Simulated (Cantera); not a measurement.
Input (Python, Cantera) and output of one run.

```python
import numpy as np
import cantera as ct

gas_names = """
    CL CLO CL2 H HCL HOCL HO2 H2 H2O H2O2 O OH O2 O3 Si SiCL SiCL2 SiCL3 SiCL4 SiH SiHCL3 SiH2 SiH2CL2
    SiH3 SiH3CL SiH4 SiO SiO2 Si2 Si3
""".split()
cond_names = """
    H2O(s) H2O(L) Si(cr) Si(L) SiO2(Lqz) SiO2(hqz) SiO2(L)
""".split()


# ... load() reads the species with a 1 bar reference pressure and builds the phases ...
atoms = {
    'SiH2Cl2': {'Si': 1, 'H': 2, 'CL': 2},
    'O2': {'O': 2},
}
top_T = {}  # K; cautious upper limits of use, not melting points


# ... equilibrate(T, P, feed) seeds the gas with the atoms and calls Mixture.equilibrate('TP', solver="vcs", rtol=1e-11, max_steps=5000) ...
results = []
T = 748.15  # K
P = 17000  # Pa
for m in [2, 2.6, 3.2, 4.1, 5.2, 6.5, 8.3, 10, 13, 17, 21, 27]:
    feed = {'SiH2Cl2': 1, 'O2': m}  # mol
    mix = equilibrate(T, P, feed)
    results.append((T, P, feed, dict(zip(mix.species_names, mix.species_moles))))

top = {s: max(r[3][s] / sum(r[3][g] for g in gas_names) for r in results) for s in gas_names}
cols = sorted((s for s in top if top[s] > 0.0001), key=lambda s: -top[s])[:9]
seen = [c for c in cond_names if any(r[3].get(c, 0) > 1e-12 for r in results)]
print("log10 of partial pressures in bar; condensed amounts in mol")
print(f"{'n(O2)':>10s}" + "".join(f"{s[:9]:>10s}" for s in cols + seen))
for T, P, feed, n in results:
    ng = sum(n[g] for g in gas_names)
    print(f"{feed['O2']:10.4g}" + "".join(f"{np.log10(max(n[s] / ng * P / 1e5, 1e-99)):10.3f}" for s in cols)
          + "".join(f"{n.get(c, 0):10.4g}" for c in seen))
```

Output:

```
log10 of partial pressures in bar; condensed amounts in mol
     n(O2)        O2       HCL       H2O       CL2 SiO2(Lqz)
         2    -1.364    -1.336    -1.395    -1.395         1
       2.6    -1.180    -1.451    -1.465    -1.465         1
       3.2    -1.086    -1.540    -1.529    -1.529         1
       4.1    -1.006    -1.644    -1.613    -1.613         1
       5.2    -0.951    -1.743    -1.699    -1.699         1
       6.5    -0.912    -1.837    -1.783    -1.783         1
       8.3    -0.879    -1.940    -1.878    -1.878         1
        10    -0.860    -2.019    -1.952    -1.952         1
        13    -0.838    -2.130    -2.058    -2.058         1
        17    -0.822    -2.245    -2.168    -2.168         1
        21    -0.812    -2.335    -2.256    -2.256         1
        27    -0.802    -2.443    -2.362    -2.362         1
```

These are equilibrium values from Cantera (NASA tables, ideal gas, pure condensed phases), not measurements of a reactor.
